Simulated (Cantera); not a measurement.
Input: 1 mol B₂O₃, a varied amount of NH₃, at 100 Torr.

These are equilibrium values from Cantera (NASA tables, ideal gas, pure condensed phases), not measurements of a reactor. Candidate condensed phases: B, BN, B₂O₃, B₃O₃H₃, H₂O; 39 gas species. Mutual solubility and eutectic melting of coexisting phases are not modelled. The numbers say what is thermodynamically allowed, not how fast it happens.

Stable condensed phases, one row left out:

```
T in °C \ n(NH₃) in mol
         0.54    1    2  3.7  7.2   14   26
   1750     A    A    A    A    A    A    A
   1650     B    B    B    A    A    A    A
   1450     C    C    C    C    C    C    D
   1350     C    C    C    C    C    C    C
   1250     C    C    C    C    C    C    C
   1150     C    C    C    C    C    C    C
   1050     C    C    C    C    C    C    C
    950     C    C    C    C    C    C    C
    850     C    C    C    C    C    C    C
```

A: gas only; B: B₂O₃; C: BN + B₂O₃; D: BN.

Question: Give the row for 1550 °C.

Answer: 0.54: B₂O₃; 1: B₂O₃; 2: B₂O₃; 3.7: B₂O₃; 7.2: gas only; 14: gas only; 26: gas only.
